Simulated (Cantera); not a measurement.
Gas mixture: 36.7 % H2O, 14.9 % N2, 15.4 % C2H4, 33.0 % C2H6, at 0.705 Torr, frozen composition.

Cantera's kinetic-theory transport with the Lennard-Jones parameters of GRI-Mech 3.0, ideal gas; thermal conductivity in the multicomponent form. Polar gases are described roughly by these parameters. The composition is frozen, though it would react at the higher temperatures.

D: mixture-averaged diffusion coefficient of that species in the mixture.

| T (K) | ρ (kg/m³) | cp (J/kg/K) | μ (µPa s) | λ (mW/m/K) | Pr | D (cm²/s) C2H2 | D (cm²/s) H2 | D (cm²/s) OH |
|---|---|---|---|---|---|---|---|---|
| 400 | 0.000708 | 1860 | 14.3 | [?] | 0.728 | 262 | 1240 | 510 |
| 600 | 0.000472 | 2326 | 20.5 | [?] | 0.743 | 554 | 2490 | 1040 |
| 800 | 0.000354 | 2695 | 26.2 | [?] | 0.754 | 926 | 4050 | 1710 |
| 1000 | 0.000283 | 2997 | 31.3 | [?] | 0.761 | 1370 | 5890 | 2490 |
| 1200 | 0.000236 | 3233 | 36.1 | [?] | 0.767 | 1870 | 7990 | 3390 |
| 1400 | 0.000202 | 3422 | 40.6 | [?] | 0.770 | 2430 | 10300 | 4390 |
| 1600 | 0.000177 | 3573 | 44.8 | [?] | 0.773 | 3050 | 12900 | 5480 |

Question: Complete the blanks.

Answer: 
- 400, λ (mW/m/K): 36.5
- 600, λ (mW/m/K): 64.3
- 800, λ (mW/m/K): 93.6
- 1000, λ (mW/m/K): 123
- 1200, λ (mW/m/K): 152
- 1400, λ (mW/m/K): 180
- 1600, λ (mW/m/K): 207
